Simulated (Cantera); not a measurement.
Input: 1 mol Fe2O3, 0.43 mol CH4, 1.3 mol CO, at 1300 K and 0.130 bar.

Cantera equilibrium calculation (NASA polynomials, part measured and part estimated; ideal gas, pure solids and liquids). Candidate condensed phases: C, C6H6, C7H8, C8H18, Fe, Fe(CO)5, FeO, Fe(OH)2, Fe(OH)3, Fe2O3, Fe3O4, H2O; 114 gas species. The tables' stoichiometric FeO is somewhat more stable than real wüstite, so its field is too wide. FeO: taken at fixed stoichiometry. Equilibrium is a limit: real reactors are often held back by kinetics, nucleation or transport.

Base state: CO 0.543, H2 0.237, CO2 0.125, H2O 0.0955 (mole fractions); condensed: FeO(s).

Question: What changes in the equilibrium state with this change: Fe2O3 replaced by TiO2?

Answer: 
```
species            before     after
----------------  -------  --------
CO                  0.543     0.643
H2                  0.237     0.357
CO2                 0.125  0.000278
H2O                0.0955  0.000272
CH4               9.12e-8  0.000130
FeO(s), mol          2.00         0
C(graphite), mol        0     0.181
Ti4O7(s), mol           0     0.250
```
Condensed phases not in the tables: Magnéli phases beyond Ti4O7. Further candidate phases: Ti, TiC, TiO, TiO2, Ti2O3, Ti3O5, Ti4O7.

Question: What changes in the equilibrium state with this change: temperature from 1300 K to 2323.15 K?

Answer: 
```csv
species,before,after
CO,0.543,0.550
H2,0.237,0.161
H2O,0.0955,0.150
CO2,0.125,0.0906
Fe,6.81e-9,0.0322
H,1.49e-6,0.0121
FeO,<1e-9,0.00117
OH,7.87e-9,0.00189
"FeO(s), mol",2.00,0
"FeO(l), mol",0,1.91
```

Question: What changes in the equilibrium state with this change: temperature from 1300 K to 2298.15 K?

Answer: 
```tsv
species	before	after
CO	0.543	0.556
H2	0.237	0.166
H2O	0.0955	0.149
CO2	0.125	0.0892
Fe	6.81e-9	0.0272
H	1.49e-6	0.0108
FeO	<1e-9	0.000905
OH	7.87e-9	0.00156
O	<1e-9	6.97e-5
O2	<1e-9	2.61e-5
Fe(OH)2	1.62e-7	0.000185
FeO(s), mol	2.00	0
FeO(l), mol	0	1.92
```
